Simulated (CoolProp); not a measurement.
Values from CoolProp's reference Helmholtz-energy equation of state, Lemmon 2006. It is a short technical equation, of lower accuracy than the large ones.

Problem. For acetone, give the phase and the cp (kJ/(kg K)), cv (kJ/(kg K)) at 34.05 °C and 5.53 bar; 97.25 °C and 0.397 bar; 80.95 °C and 14.6 bar.

Solution. 
- 34.05 °C and 5.53 bar: liquid; cp 2.16, cv 1.56
- 97.25 °C and 0.397 bar: gas; cp 1.53, cv 1.37
- 80.95 °C and 14.6 bar: liquid; cp 2.31, cv 1.66
